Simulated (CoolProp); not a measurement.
Computed with CoolProp (reference Helmholtz-energy equation of state, Gao 2016).

**Question.** For sulfur dioxide, give the phase and the density (kg/m³), cv (kJ/(kg K)), isothermal compressibility (1/MPa), fugacity coefficient at 276.7 K and 43 bar; 276.7 K and 96.8 bar.

**Answer.** 
- 276.7 K and 43 bar: liquid; density 1430, cv 0.816, isothermal compressibility 0.00119, fugacity coefficient 0.0434
- 276.7 K and 96.8 bar: liquid; density 1440, cv 0.815, isothermal compressibility 0.00111, fugacity coefficient 0.0214
